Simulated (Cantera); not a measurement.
A perfectly stirred reactor is fed with 15.3 % H2, 17.8 % O2, 66.9 % N2, equivalence ratio 0.43, at 4.54 atm; it is adiabatic with a 675 K inlet, and is followed from long to short residence time, starting on the burning branch (τ in s: 0.21, 0.097, 0.045, 0.02, 0.0094, 0.0043, 0.002, 0.00091, 0.00042, 0.00019, 8.7e-05, 4e-05, 1.8e-05).

Model: the H2/O2 subset of GRI-Mech 3.0, which has no nitrogen chemistry, integrated in Cantera. The hydrogen kinetics of GRI-Mech 3.0 are dated; newer H2 mechanisms differ, most at raised pressure.

One state of this run: T (K) = 1776; x H2 = 0.00201; x O2 = 0.109; x OH = 0.00389; x H2O2 = 1.37e-6; x HO2 = 4.60e-5; x H2O = 0.161; x O = 0.00132. x: mole fraction; the columns are a selection and need not sum to one.

Problem. Which value of τ (s) does it belong to?
(A) 0.00091
(B) 0.00019
(C) 0.045
(D) 0.0094

Solution. B, 0.00019
